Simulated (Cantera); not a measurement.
A closed system holds: 1 mol Ca(OH)₂, 0.32 mol H₂, 0.55 mol O₂, held at 2023.15 K and 10.0 mbar.

Equilibrium computed with Cantera from the NASA thermochemical tables; the gas is ideal and each condensed phase is pure. The numbers say what is thermodynamically allowed, not how fast it happens.

```json
[
 {"species": "H₂O", "before": "0.747", "after": "0.772"},
 {"species": "O₂", "before": "0.222", "after": "0.228"},
 {"species": "OH", "before": "0.0201", "after": "7.82e-9"},
 {"species": "Ca(OH)₂", "before": "9.11e-5", "after": "<1e-9"},
 {"species": "H₂", "before": "0.00544", "after": "<1e-9"},
 {"species": "O", "before": "0.00376", "after": "<1e-9"},
 {"species": "H", "before": "0.00140", "after": "<1e-9"},
 {"species": "CaO(s), mol", "before": "1.000", "after": "1.00"}
]
```
Gas species are given as mole fractions.

### Question
Which change was made?
A. temperature from 2023.15 K to 598.15 K
B. temperature from 2023.15 K to 800 K
C. temperature from 2023.15 K to 1548 K
D. temperature from 2023.15 K to 1700 K

### Answer
B, temperature from 2023.15 K to 800 K
